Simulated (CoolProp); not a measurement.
Vapour pressure (kPa) of R152A: the reference equation beside estimates from Tc = 386.4 K, pc = 4517 kPa, ω = 0.275. Clausius-Clapeyron is anchored at 288.7 K with a constant enthalpy of vaporisation of 19.18 kJ/mol.

The numbers come from the reference Helmholtz-energy equation of state, Outcalt 1996 in CoolProp. It is a modified Benedict-Webb-Rubin equation, recast in Helmholtz form.

| T (K) | reference | Clausius-Clapeyron | van der Waals | Redlich-Kwong | Soave-Redlich-Kwong |
|---|---|---|---|---|---|
| 288.7 | 446.3 | 446.3 | 1252 | 668.8 | 449.8 |
| 292.7 | 505.9 | 497.8 | 1338 | 743.3 | 510.6 |
| 296.7 | 571.2 | 553.7 | 1428 | 823.5 | 577.4 |
| 300.7 | 642.8 | 614.0 | 1522 | 909.5 | 650.5 |
| 304.7 | 720.9 | 679.1 | 1619 | 1002 | 730.5 |
| 308.7 | 806.0 | 749.1 | 1720 | 1100 | 817.6 |
| 312.7 | 898.4 | 824.2 | 1826 | 1205 | 912.2 |
| 316.7 | 998.5 | 904.7 | 1935 | 1316 | 1015 |
| 320.7 | 1107 | 990.8 | 2048 | 1434 | 1126 |
| 324.7 | 1224 | 1083 | 2165 | 1560 | 1245 |

Absolute difference from the reference over all 10 rows, mean and median: Clausius-Clapeyron 6.2 and 6.4 %, van der Waals 122.9 and 119.0 %, Redlich-Kwong 38.1 and 37.7 %, Soave-Redlich-Kwong 1.3 and 1.4 %.
